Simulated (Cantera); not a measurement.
**Gas activation for diamond growth**

An isothermal, constant-pressure homogeneous reactor starts with CH₄ : H₂ : N₂ = 0.032 : 1 : 5.1e-05 (molar parts), at 1700 K and 10.00 Torr.

Computed with Cantera and GRI-Mech 3.0 (53 species, 325 reactions). GRI-Mech 3.0 stops at C3 and has no aromatics, soot or wall deposition, so with more carbon than oxygen in the feed, carbon stays in small species such as C2H2 where larger ones or solid carbon would form. Radical loss at walls, strong at low pressure, is not modelled.

```tsv
t (s)	x CH₄	x H₂	x C₂H	x C₂H₆	x CH₃
9.00e-5	0.0310	0.969	<1e-12	<1e-12	6.66e-7
0.000217	0.0310	0.969	<1e-12	3.12e-12	1.53e-6
0.000522	0.0310	0.969	<1e-12	4.03e-11	3.62e-6
0.00126	0.0310	0.969	<1e-12	4.72e-10	8.64e-6
0.00303	0.0310	0.969	<1e-12	4.56e-9	2.07e-5
0.00731	0.0310	0.969	<1e-12	3.40e-8	4.98e-5
0.0176	0.0309	0.969	<1e-12	1.96e-7	0.000119
0.0424	0.0306	0.969	7.27e-11	8.51e-7	0.000274
0.102	0.0294	0.969	2.27e-9	2.07e-6	0.000500
0.246	0.0253	0.971	1.39e-8	2.00e-6	0.000524
0.593	0.0184	0.974	3.51e-8	1.13e-6	0.000400
1.43	0.0107	0.978	6.19e-8	4.11e-7	0.000247
3.45	0.00500	0.981	8.51e-8	9.74e-8	0.000123
8.30	0.00208	0.983	9.88e-8	1.78e-8	5.34e-5
20.0	0.000853	0.983	1.05e-7	3.15e-9	2.23e-5
```
x: mole fraction; the columns are a selection and need not sum to one.

Equilibrium at this temperature and pressure: CH₄ 0.000201, H₂ 0.984, C₂H 1.08e-7, C₂H₆ 2.79e-10, CH₃ 5.28e-6 (gas phase only).
